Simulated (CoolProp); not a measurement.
Values from CoolProp's reference Helmholtz-energy equation of state, Lemmon 2016.

Problem. Give the vapour pressure (MPa), liquid density (kg/m³), vapour density (kg/m³), enthalpy of vaporisation (kJ/kg) of saturated R115 at 9.55 °C.

Solution. 
```csv
T (°C),p (MPa),liquid density (kg/m³),vapour density (kg/m³),enthalpy of vaporisation (kJ/kg)
9.55,0.589,1360,45.6,103
```
